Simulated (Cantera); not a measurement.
# Hydrocarbon pyrolysis for carbon deposition

An isothermal, constant-pressure homogeneous reactor starts with CH4 : N2 = 1 : 9.1 (molar parts), at 2023 K and 1.01 bar.

Computed with Cantera and GRI-Mech 3.0 (53 species, 325 reactions). GRI-Mech 3.0 stops at C3 and has no aromatics, soot or wall deposition, so with more carbon than oxygen in the feed, carbon stays in small species such as C2H2 where larger ones or solid carbon would form.

```
t (s)        x CH4     x C2H     x HCN       x H    x C2H6     x CH3      x H2
--------  --------  --------  --------  --------  --------  --------  --------
2.00e-6     0.0988    <1e-12  6.35e-12   1.00e-5   7.61e-8  0.000229  0.000110
1.38e-5     0.0972  1.86e-10  9.35e-10   1.56e-5   1.53e-5   0.00157  0.000941
9.46e-5     0.0694   6.28e-7   5.81e-7  0.000202  0.000270   0.00530    0.0293
0.000650    0.0149   3.50e-6   1.06e-5  0.000525   1.46e-5   0.00130     0.113
0.00447    0.00186   4.50e-6   3.11e-5  0.000669   2.72e-7  0.000184     0.132
0.0308    0.000261   4.68e-6   5.46e-5  0.000695   6.20e-9   2.65e-5     0.134
0.211     0.000135   4.69e-6  0.000105  0.000697   2.12e-9   1.37e-5     0.134
1.45      0.000134   4.67e-6  0.000439  0.000697   2.11e-9   1.37e-5     0.134
10.0      0.000134   4.57e-6   0.00237  0.000697   2.10e-9   1.37e-5     0.134
```
x: mole fraction; the columns are a selection and need not sum to one.

Equilibrium at this temperature and pressure: CH4 7.20e-5, C2H 1.22e-6, HCN 0.0666, H 0.000697, C2H6 5.89e-10, CH3 7.32e-6, H2 0.135 (gas phase only).
